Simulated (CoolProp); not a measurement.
Water along the isotherm 515 K: Z from the reference equation and from simpler models built on Tc = 647.1 K, pc = 22060 kPa, ω = 0.344; each cubic takes its own stable root.

Values from CoolProp's reference Helmholtz-energy equation of state, Wagner 2002.

```
p (kPa)   phase  reference
-------  ------  ---------
5010     liquid    0.02595
10000    liquid    0.05146
15000    liquid    0.07673
20100    liquid     0.1022
25100    liquid     0.1270
30100    liquid     0.1515
35100    liquid     0.1757
40100    liquid     0.1998
45100    liquid     0.2237
50100    liquid     0.2474
55200    liquid     0.2714
```

Q: How far does each simpler model (Redlich-Kwong, Peng-Robinson) lie from the reference over these 11 states: mean and median of the absolute difference, and the worst?

A: 
- Redlich-Kwong: mean 324.2 %, median 46.9 %, worst +3096.9 % at 515 K and 5010 kPa
- Peng-Robinson: mean 23.7 %, median 23.7 %, worst +23.8 % at 515 K and 55200 kPa

At some of these states Redlich-Kwong gives the other phase, because its saturation line lies elsewhere.
